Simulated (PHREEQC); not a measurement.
## Ultrapure water in contact with air or piping

A made-up water analysis in mg/kgw, 25 °C, pH 5.94, pe 10.2:

```tsv
constituent	mg/kgw
Na	0.073
K	0.000806
Ca	0.142
Mg	0.00675
Cl	0.0928
S(6) as SO4	0.148
Alkalinity as HCO3	0.324
Li	0.000865
Pb	0.0141
```

Valence states are taken as typed.

Computed with PHREEQC (ion-association model, phreeqc.dat).

* **ionic strength**: 1.76e-5 mol/kgw
* **charge-balance error**: 0.4 %

```tsv
species	molality	activity	log γ
CO2	1.66e-5	1.66e-5	0.000
HCO3-	6.45e-6	6.42e-6	-0.002
Ca+2	3.54e-6	3.47e-6	-0.009
Na+	3.18e-6	3.16e-6	-0.002
Cl-	2.62e-6	2.61e-6	-0.002
SO4-2	1.54e-6	1.51e-6	-0.009
H+	1.15e-6	1.15e-6	-0.002
Mg+2	2.77e-7	2.72e-7	-0.008
Li+	1.25e-7	1.24e-7	-0.002
Pb+2	6.63e-8	6.50e-8	-0.009
K+	2.06e-8	2.05e-8	-0.002
OH-	8.86e-9	8.82e-9	-0.002
PbOH+	1.11e-9	1.10e-9	-0.002
```

This is a speciation only: nothing precipitates in the calculation.
